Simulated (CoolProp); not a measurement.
Vapour-liquid equilibrium of CHF3 (R23) (1) + R113 (2) at 269 K; x and y are mole fractions of (1).

Model: multi-fluid Helmholtz-energy mixture model, Penoncello 2003 and Marx 1992; pair parameters Bell 2016, in CoolProp.

Task: Give the bubble pressure and the first vapour's composition at x = 0.15, 0.25, 0.95. Is there an azeotrope?

Result: x = 0.15: 5.825 bar, y = 0.977; x = 0.25: 9.524 bar, y = 0.985; x = 0.95: 20.79 bar, y = 0.997. No azeotrope shows between x = 0.05 and 0.95.

Pair parameters are fitted to limited data, so mixtures are less certain than the pure fluids. The gap from Raoult's law changes sign with composition, which may be real or a fault of the pair parameters; it wasn't checked against measurements. With so large a gap from Raoult's law the liquid may split in two, which this calculation doesn't test in full.
